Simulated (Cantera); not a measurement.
A Cantera script and what it prints.

```python
import numpy as np
import cantera as ct

gas_names = """
    S2 CS2 PbS
""".split()
cond_names = """
    Ni(cr) Ni(L) NiS2(s) NiS2(L) C(gr) Ba(cr) Ba(L) BaS(s) Pb(cr) Pb(L) NiS(b) NiS(a) NiS(L)
""".split()


# ... load() reads the species with a 1 bar reference pressure and builds the phases ...
species = {s.name: s for s in load("nasa_gas.yaml", gas_names) + load("nasa_condensed.yaml", cond_names)}
# Each term lists the table entries of one substance; the one whose range holds T is used.
reactions = {
    'Ni + S2(g) = NiS2':
        [(-1, ['Ni(cr)', 'Ni(L)']), (-1, ['S2']), (1, ['NiS2(s)', 'NiS2(L)'])],
    'C + S2(g) = CS2(g)':
        [(-1, ['C(gr)']), (-1, ['S2']), (1, ['CS2'])],
    '2 Ba + S2(g) = 2 BaS':
        [(-2, ['Ba(cr)', 'Ba(L)']), (-1, ['S2']), (2, ['BaS(s)'])],
    '2 Pb + S2(g) = 2 PbS(g)':
        [(-2, ['Pb(cr)', 'Pb(L)']), (-1, ['S2']), (2, ['PbS'])],
    '2 Ni + S2(g) = 2 NiS':
        [(-2, ['Ni(cr)', 'Ni(L)']), (-1, ['S2']), (2, ['NiS(b)', 'NiS(a)', 'NiS(L)'])],
}


def pick(names, T):
    return next(species[n] for n in names if species[n].thermo.min_temp <= T <= species[n].thermo.max_temp)


results = []
for label, terms in reactions.items():
    print(label)
    print("     T/K   dH/kJ  dS/(J/K)   dG/kJ   log10 K")
    for T in [300, 1523, 1548, 1573, 1598, 1623, 1648, 1673, 1698]:
        used = [(nu, pick(names, T)) for nu, names in terms]
        dH = sum(nu * s.thermo.h(T) for nu, s in used) / 1e6
        dS = sum(nu * s.thermo.s(T) for nu, s in used) / 1e3
        dG = dH - T * dS / 1e3
        logK = -dG * 1e6 / (ct.gas_constant * T * np.log(10))
        results.append((label, T, dH, dS, dG, logK, [s.name for _, s in used]))
        print(f"{T:8g} {dH:8.1f} {dS:8.1f} {dG:8.1f} {logK:8.2f}")
```

Output:

```
Ni + S2(g) = NiS2
     T/K   dH/kJ  dS/(J/K)   dG/kJ   log10 K
     300   -259.8   -186.1   -203.9    35.50
    1523   -177.1   -114.6     -2.6     0.09
    1548   -176.7   -114.3      0.3    -0.01
    1573   -176.3   -114.1      3.1    -0.10
    1598   -175.9   -113.8      6.0    -0.20
    1623   -175.6   -113.6      8.8    -0.28
    1648   -175.2   -113.4     11.7    -0.37
    1673   -174.9   -113.2     14.5    -0.45
    1698   -174.5   -113.0     17.3    -0.53
C + S2(g) = CS2(g)
     T/K   dH/kJ  dS/(J/K)   dG/kJ   log10 K
     300    -11.4      4.0    -12.6     2.20
    1523    -10.2      6.9    -20.7     0.71
    1548    -10.2      6.9    -20.9     0.70
    1573    -10.2      6.9    -21.1     0.70
    1598    -10.3      6.9    -21.2     0.69
    1623    -10.3      6.8    -21.4     0.69
    1648    -10.3      6.8    -21.6     0.68
    1673    -10.4      6.8    -21.7     0.68
    1698    -10.4      6.8    -21.9     0.67
2 Ba + S2(g) = 2 BaS
     T/K   dH/kJ  dS/(J/K)   dG/kJ   log10 K
     300  -1055.6   -196.2   -996.7   173.54
    1523  -1067.4   -204.5   -756.0    25.93
    1548  -1067.3   -204.4   -750.9    25.34
    1573  -1067.1   -204.3   -745.8    24.76
    1598  -1067.0   -204.2   -740.7    24.21
    1623  -1066.9   -204.1   -735.6    23.67
    1648  -1066.7   -204.0   -730.5    23.15
    1673  -1066.6   -204.0   -725.4    22.65
    1698  -1066.4   -203.9   -720.3    22.16
2 Pb + S2(g) = 2 PbS(g)
     T/K   dH/kJ  dS/(J/K)   dG/kJ   log10 K
     300    135.2    144.8     91.7   -15.97
    1523    100.5     96.4    -46.3     1.59
    1548    100.0     96.1    -48.7     1.64
    1573     99.5     95.7    -51.1     1.70
    1598     99.0     95.4    -53.5     1.75
    1623     98.5     95.1    -55.8     1.80
    1648     98.0     94.8    -58.2     1.84
    1673     97.5     94.5    -60.6     1.89
    1698     97.0     94.2    -62.9     1.94
2 Ni + S2(g) = 2 NiS
     T/K   dH/kJ  dS/(J/K)   dG/kJ   log10 K
     300   -304.1   -182.0   -249.5    43.44
    1523   -202.7    -85.1    -73.1     2.51
    1548   -201.6    -84.4    -70.9     2.39
    1573   -200.6    -83.8    -68.8     2.29
    1598   -199.6    -83.1    -66.7     2.18
    1623   -198.6    -82.5    -64.7     2.08
    1648   -197.7    -81.9    -62.6     1.98
    1673   -196.7    -81.4    -60.6     1.89
    1698   -195.7    -80.8    -58.6     1.80
```

Standard-state values (1 bar) from the NASA 1993 polynomials, evaluated with Cantera. Condensed species are held in their standard states even where they would react or evaporate.
